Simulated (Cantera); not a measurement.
An isothermal, constant-pressure homogeneous reactor starts with NH3 : N2 = 1 : 0.79 (molar parts), at 1725 K and 0.474 atm.

Computed with Cantera and the gas-phase N/H chemistry of the illustrative SiF4/NH3 mechanism in the Surface Chemkin manual (1991). Walls and surfaces, which speed up NH3 decomposition in real reactors, are not modelled.

x: mole fraction; the columns are a selection and need not sum to one.

```csv
t (s),x NH3,x H2,x N,x NH,x N2H2
1.00e-5,0.559,8.44e-7,<1e-12,2.47e-11,1.28e-11
5.99e-5,0.559,5.20e-6,<1e-12,1.82e-9,1.28e-9
0.000359,0.559,3.33e-5,4.76e-11,9.22e-8,6.42e-8
0.00215,0.558,0.000439,6.12e-10,6.95e-7,8.59e-7
0.0129,0.554,0.00397,[?],8.04e-7,9.31e-7
0.0774,0.533,0.0245,[?],1.02e-6,8.74e-7
0.464,0.428,0.126,[?],1.18e-6,6.18e-7
2.78,0.160,0.384,[?],8.52e-7,1.48e-7
16.7,0.0132,0.525,[?],1.98e-7,3.27e-9
100,0.00115,0.536,[?],2.21e-8,3.36e-11
```

Task: What belongs in the gaps?

Result: 
- 0.0129, x N: 3.20e-9
- 0.0774, x N: 1.60e-8
- 0.464, x N: 3.93e-8
- 2.78, x N: 4.53e-8
- 16.7, x N: 1.80e-8
- 100, x N: 2.29e-9
